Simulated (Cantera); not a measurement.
Input (Python, Cantera) and output of one run.

```python
import numpy as np
import cantera as ct

gas_names = """
    C CH CH2 CH3 CH2OH CH3O CH4 CH3OH CN CO CO2 COOH C2 C2H CHCO,ketyl C2H2,acetylene C2H2,vinylidene
    CH2CO,ketene C2H3,vinyl CH3CN CH3CO,acetyl C2H4 C2H4O,ethylen CH3CHO,ethanal CH3COOH (HCOOH)2 C2H5
    C2H6 CH3OCH3 C2H5OH CCN CNC C2N2 C2O C3 C3H3,propargyl C3H4,allene C3H4,propyne C3H4,cyclo-
    C3H5,allyl C3H6,propylene C3H6,cyclo- C3H6O C3H7,n-propyl C3H7,i-propyl C3H8 C3H8O,1propanol
    C3H8O,2propanol C3O2 C4 C4H2 C4H4,1,3-cyclo- C4H6,butadiene C4H6,2-butyne C4H6,cyclo- C4H8,1-butene
    C4H8,cis2-buten C4H8,tr2-butene C4H8,isobutene C4H8,cyclo- (CH3COOH)2 C4H9,n-butyl C4H9,i-butyl
    C4H9,s-butyl C4H9,t-butyl C4H10,isobutane C4H10,n-butane C4N2 C5 C5H6,1,3cyclo- C5H8,cyclo-
    C5H10,1-pentene C5H10,cyclo- C5H11,pentyl C5H11,t-pentyl C5H12,n-pentane C5H12,i-pentane
    CH3C(CH3)2CH3 C6H2 C6H5,phenyl C6H5O,phenoxy C6H6 C6H5OH,phenol C6H10,cyclo- C6H12,1-hexene
    C6H12,cyclo- C6H13,n-hexyl C7H7,benzyl C7H8 C7H8O,cresol C7H14,1-heptene C7H15,n-heptyl
    C7H16,n-heptane C8H8,styrene C8H10,ethylbenz C8H16,1-octene C8H17,n-octyl C8H18,isooctane
    C8H18,n-octane C9H19,n-nonyl C10H8,naphthale C10H21,n-decyl C12H9,o-bipheny C12H10,bipheny H HCN HCO
    HCCN HNC HNCO HNO HNO2 HNO3 HO2 H2 HCHO,formaldehy HCOOH H2O H2O2 N NCO NH NH2 NH3 NH2OH NO NO2 NO3
    N2 N2H2 N2H4 N2O O OH O2 O3 Si SiC SiC2 SiC4H12 SiH SiH2 SiH3 SiH4 SiN SiO SiO2 Si2 Si2C Si2N Si3
""".split()
cond_names = """
    C(gr) C6H6(L) C7H8(L) C8H18(L),n-octa H2O(s) H2O(L) Si(cr) Si(L) SiC(b) SiO2(Lqz) SiO2(hqz) SiO2(L)
    Si2N2O(s) Si3N4(a)
""".split()


def load(file, names, dense=False):
    # The tables refer to 1 bar. Condensed volumes are neglected.
    table = {s.name: s for s in ct.Species.list_from_file(file)}
    out = []
    for n in names:
        d = dict(table[n].input_data)
        d["thermo"] = dict(d["thermo"], **{"reference-pressure": 1e5})
        if dense:
            d["equation-of-state"] = {"model": "constant-volume", "density": "1e6 g/cm^3"}
        out.append(ct.Species.from_dict(d))
    return out


gas = ct.Solution(thermo="ideal-gas", species=load("nasa_gas.yaml", gas_names))
cond = {s.name: ct.Solution(thermo="fixed-stoichiometry", species=[s], name=s.name)
        for s in load("nasa_condensed.yaml", cond_names, dense=True)}
atoms = {
    'TEOS': {'Si': 1, 'C': 8, 'H': 20, 'O': 4},
    'H2O': {'H': 2, 'O': 1},
    'N2': {'N': 2},
}
top_T = {'C(gr)': 4500, 'SiC(b)': 3050, 'Si2N2O(s)': 2100, 'Si3N4(a)': 2400}  # K; cautious upper limits of use, not melting points


def equilibrate(T, P, feed):
    n = {}
    for name, mol in feed.items():
        for a, k in atoms[name].items():
            n[a] = n.get(a, 0.0) + k * mol
    gas.TPX = T, P, n
    mass = sum(n.values()) * gas.mean_molecular_weight
    gas.equilibrate("TP")
    valid = [c for c in cond.values() if c.min_temp <= T <= top_T.get(c.name, c.max_temp)]
    mix = ct.Mixture([(gas, mass / gas.mean_molecular_weight)] + [(c, 0.0) for c in valid])
    mix.T, mix.P = T, P
    mix.equilibrate("TP", solver="vcs", rtol=1e-11, max_steps=5000)
    return mix


results = []
feed = {'TEOS': 1, 'H2O': 1.1, 'N2': 61}  # mol
P = 13332.2  # Pa
for T in [975, 1075, 1175, 1275, 1375, 1475, 1575, 1675, 1775, 1875, 1975, 2075]:
    mix = equilibrate(T, P, feed)
    results.append((T, P, feed, dict(zip(mix.species_names, mix.species_moles))))

top = {s: max(r[3][s] / sum(r[3][g] for g in gas_names) for r in results) for s in gas_names}
cols = sorted((s for s in top if top[s] > 1e-06), key=lambda s: -top[s])[:5]
seen = [c for c in cond_names if any(r[3].get(c, 0) > 1e-12 for r in results)]
print("log10 of partial pressures in bar; condensed amounts in mol")
print(f"{'T/K':>10s}" + "".join(f"{s[:9]:>10s}" for s in cols + seen))
for T, P, feed, n in results:
    ng = sum(n[g] for g in gas_names)
    print(f"{T:10.4g}" + "".join(f"{np.log10(max(n[s] / ng * P / 1e5, 1e-99)):10.3f}" for s in cols)
          + "".join(f"{n.get(c, 0):10.4g}" for c in seen))
```

Result:

```
log10 of partial pressures in bar; condensed amounts in mol
       T/K        N2        H2        CO       HCN         H     C(gr)    SiC(b) SiO2(hqz) Si2N2O(s)
       975    -0.966    -1.709    -2.269    -6.801    -9.796     4.924         0         1         0
      1075    -0.966    -1.707    -2.262    -6.136    -8.687       4.9         0         1         0
      1175    -0.966    -1.706    -2.260    -5.587    -7.765     4.897         0         1         0
      1275    -0.975    -1.712    -2.094    -5.132    -6.988     3.395         0         0       0.5
      1375    -0.975    -1.712    -2.094    -4.738    -6.321     3.389         0         0       0.5
      1475    -0.975    -1.712    -2.094    -4.398    -5.743     3.376         0         0    0.4999
      1575    -0.975    -1.713    -2.094    -4.101    -5.238     3.354         0         0    0.4987
      1675    -0.976    -1.714    -2.095    -3.841    -4.792     3.322         0         0    0.4917
      1775    -0.978    -1.721    -2.057    -3.615    -4.399     1.804    0.9738         0         0
      1875    -0.978    -1.723    -2.058    -3.410    -4.045     1.727    0.9651         0         0
      1975    -0.979    -1.727    -2.059    -3.228    -3.727     1.614    0.9543         0         0
      2075    -0.980    -1.733    -2.061    -3.064    -3.441     1.456    0.9389         0         0
```

Method: chemical equilibrium by Gibbs-energy minimisation in Cantera with the NASA 1993 tables (ideal gas, pure condensed phases). The feed counts by its element totals alone. N2 is the only nitrogen source here; it is nearly inert below about 1500 K, so the nitride shown seldom forms there in practice. The tables hold silica as quartz up to 1696 K and as liquid above; real silica turns to tridymite and cristobalite and melts near 1996 K.
